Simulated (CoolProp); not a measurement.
Properties of oxygen along the isobar 7.47 MPa.

Model: reference Helmholtz-energy equation of state, Schmidt 1985, in CoolProp. Above 300 K oxygen's equation is extrapolated.

| T (K) | phase | cp (kJ/(kg K)) | Joule-Thomson coefficient (K/MPa) | viscosity (µPa s) | conductivity (mW/(m K)) |
|---|---|---|---|---|---|
| 123.1 | liquid | 1.818 | -0.1420 | 102 | 111 |
| 144.7 | liquid | 2.247 | 0.3091 | 63.7 | 81.2 |
| 166.3 | supercritical | 6.325 | 3.721 | 26.4 | 46.4 |
| 187.9 | supercritical | 1.870 | 4.885 | 17.9 | 27.6 |
| 209.5 | supercritical | 1.383 | 4.184 | 18.2 | 26.1 |
| 231.1 | supercritical | 1.212 | 3.553 | 19.0 | 26.4 |
| 252.7 | supercritical | 1.127 | 3.039 | 20.0 | 27.4 |
| 274.3 | supercritical | 1.078 | 2.619 | 21.1 | 28.5 |
| 295.9 | supercritical | 1.047 | 2.270 | 22.2 | 29.8 |
| 317.5 | supercritical | 1.027 | 1.976 | 23.3 | 31.2 |
| 339.1 | supercritical | 1.014 | 1.725 | 24.3 | 32.6 |
| 360.7 | supercritical | 1.005 | 1.508 | 25.4 | 34.0 |

The peak of cp marks the crossing from liquid-like to gas-like fluid above the critical point.

Viscosity comes from a separate model (Lemmon 2004). Thermal conductivity comes from a separate model (Lemmon 2004).
